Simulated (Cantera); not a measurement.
# Equilibrium for carbon deposition, reforming and gasification: CH3OH + H2O + N2 + CO2

Feed: 1 mol CH3OH, 3.4 mol H2O, 0.33 mol N2, 0.88 mol CO2, held at 2.33 Torr.

Cantera equilibrium calculation (NASA polynomials, part measured and part estimated; ideal gas, pure solids and liquids). Candidate condensed phases: C, C6H6, C7H8, C8H18, H2O; 169 gas species. Ions and electrons are included (thermal ionisation). Rates play no part.

From 2000 K to 5000 K nothing is condensed. The main C-bearing gas is CO throughout.

```
T (K)     x H    x H2O       x O      x H2    x CO     x CO2      x OH     x N2       x N      x O2       x C
-----  ------  -------  --------  --------  ------  --------  --------  -------  --------  --------  --------
2000   0.0137    0.476  0.000135     0.220   0.166    0.0786   0.00296   0.0430   3.36e-9  0.000126    <1e-12
2500    0.192    0.266    0.0408     0.182   0.161    0.0382    0.0585   0.0342   9.71e-7    0.0245    <1e-12
3000    0.566  0.00520     0.214    0.0398   0.116   0.00205    0.0245   0.0199   3.53e-5    0.0111  3.97e-10
3500    0.620  2.77e-5     0.244   0.00341   0.109  0.000107   0.00231   0.0186  0.000542  0.000762   1.75e-7
4000    0.623  4.33e-7     0.246  0.000473   0.109   1.12e-5  0.000333   0.0168   0.00413   8.50e-5   1.95e-5
4500    0.619  1.65e-8     0.246   9.93e-5   0.107   1.90e-6   7.21e-5   0.0105    0.0166   1.51e-5  0.000766
5000    0.607  1.21e-9     0.253   2.76e-5  0.0931   4.22e-7   2.14e-5  0.00279    0.0314   4.05e-6    0.0125
```
x: gas mole fraction; nothing condenses.
